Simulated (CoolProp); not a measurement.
Vapour-liquid equilibrium of dimethyl carbonate (1) + n-heptane (2) at 846 kPa; x and y are mole fractions of (1).

Model: multi-fluid Helmholtz-energy mixture model, Zhou 2011 and Span 2003; pair parameters Bell 2016, in CoolProp.

Task: Give the bubble temperature and the first vapour's composition at x = 0.35, 0.575, 0.725. Is there an azeotrope?

Result: x = 0.35: 444.4 K, y = 0.476; x = 0.575: 441.3 K, y = 0.613; x = 0.725: 441.2 K, y = 0.699. y crosses x between x = 0.65 and 0.725: the model has an azeotrope there.

Pair parameters are fitted to limited data, so mixtures are less certain than the pure fluids.
